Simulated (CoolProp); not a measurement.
Vapour-liquid equilibrium of dimethyl carbonate (1) + cyclohexane (2) at 480.9 K; x and y are mole fractions of (1).

The numbers come from the multi-fluid Helmholtz-energy mixture model, Zhou 2011 and Zhou 2014; pair parameters Bell 2016 in CoolProp.

Task: Give the bubble pressure and the first vapour's composition at x = 0.05, 0.2, 0.5. Is there an azeotrope?

Result: x = 0.05: 1619 kPa, y = 0.089; x = 0.2: 1820 kPa, y = 0.272; x = 0.5: 1944 kPa, y = 0.498. y crosses x between x = 0.35 and 0.5: the model has an azeotrope there.

The pair parameters rest on a limited set of measurements; away from them the model extrapolates.
